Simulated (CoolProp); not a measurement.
The numbers come from the reference Helmholtz-energy equation of state, Schroeder 2014 in CoolProp.

Q: For ethanol, give the phase and the Z, cp (kJ/(kg K)), cv (kJ/(kg K)), isothermal compressibility (1/MPa) at 266.2 K and 19.5 MPa; 420.1 K and 19.5 MPa.

A: 
- 266.2 K and 19.5 MPa: liquid; Z 0.491, cp 2.20, cv 1.84, isothermal compressibility 0.000785
- 420.1 K and 19.5 MPa: liquid; Z 0.372, cp 3.55, cv 2.80, isothermal compressibility 0.00224
